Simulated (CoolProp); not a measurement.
The numbers come from the reference Helmholtz-energy equation of state, Gao 2022 in CoolProp.

Q: For n-perfluoropentane, give the phase and the density (kg/m³), cp (kJ/(kg K)), cv (kJ/(kg K)), Joule-Thomson coefficient (K/MPa) at 444 K and 2.14 MPa; 444 K and 4.29 MPa; 444 K and 5.71 MPa.

A: 
- 444 K and 2.14 MPa: supercritical; density 270, cp 1.28, cv 1.01, Joule-Thomson coefficient 12.4
- 444 K and 4.29 MPa: supercritical; density 939, cp 1.42, cv 1.02, Joule-Thomson coefficient 2.47
- 444 K and 5.71 MPa: supercritical; density 1040, cp 1.30, cv 1.01, Joule-Thomson coefficient 1.17
